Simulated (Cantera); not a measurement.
Diamond growth

A diamond (100) surface in a fixed gas of H2 with x(CH4) = 0.0023, x(H) = 0.043, x(CH3) = 3.9e-05, 2500 Pa; coverages are run to steady state.

Model: the Harris–Goodwin 1993 mechanism for the reconstructed diamond (100) surface, integrated in Cantera.

```tsv
T (K)	growth (µm/h)	θ c6HH	θ c6H*	θ c6*H	θ c6**	θ c6HM
950	0.406	0.643	0.0143	0.335	0.00676	0.000613
1000	0.515	0.596	0.0185	0.375	0.00985	0.000493
1050	0.627	0.552	0.0232	0.411	0.0138	0.000395
1100	0.719	0.511	0.0281	0.442	0.0186	0.000309
1150	0.754	0.472	0.0334	0.469	0.0244	0.000227
1200	0.692	0.437	0.0387	0.493	0.0312	0.000147
1250	0.556	0.405	0.0442	0.512	0.0388	8.09e-5
1300	0.426	0.376	0.0496	0.527	0.0474	3.90e-5
1350	0.350	0.349	0.0549	0.539	0.0568	1.74e-5
1400	0.323	0.325	0.0601	0.548	0.0670	7.56e-6
```
θ: site fractions in the mechanism's names (c6HH fully hydrogenated, c6H* and c6*H radical sites, c6** diradical, c6HM methylated).
